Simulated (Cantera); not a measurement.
**Catalytic combustion on Pt**

An isothermal plug-flow reactor at 625 K and 100000 Pa (inlet), inlet velocity 3.4 m/s, active area per volume 290 1/m; feed H2 : O2 : N2 : H2O = 0.017 : 0.047 : 0.79 : 0.051 (molar parts).

Cantera simulation using Deutschmann's 1995 Pt surface mechanism with GRI-Mech 3.0 gas chemistry; the numbers are that mechanism's predictions, not measurements. Catalytic surfaces can have several steady states; this one follows from the mechanism file's or the stated starting coverage. Mass transfer to the wall is taken as infinitely fast.

```tsv
z (m)	x H2	x O2	x H2O	θ free Pt	θ O*	θ OH*
8.9e-05	0.0165	0.0508	0.0587	0.545	0.411	0.0430
0.00017	0.0148	0.0500	0.0605	0.497	0.458	0.0434
0.00033	0.0123	0.0488	0.0631	0.422	0.534	0.0433
0.00064	0.00914	0.0473	0.0664	0.325	0.633	0.0417
0.0012	0.00619	0.0459	0.0694	0.227	0.735	0.0379
0.0024	0.00361	0.0447	0.0721	0.136	0.832	0.0315
0.0046	0.00203	0.0439	0.0737	0.0776	0.897	0.0249
0.0089	0.00108	0.0435	0.0747	0.0419	0.939	0.0188
```
x: gas mole fraction; θ: surface coverage.
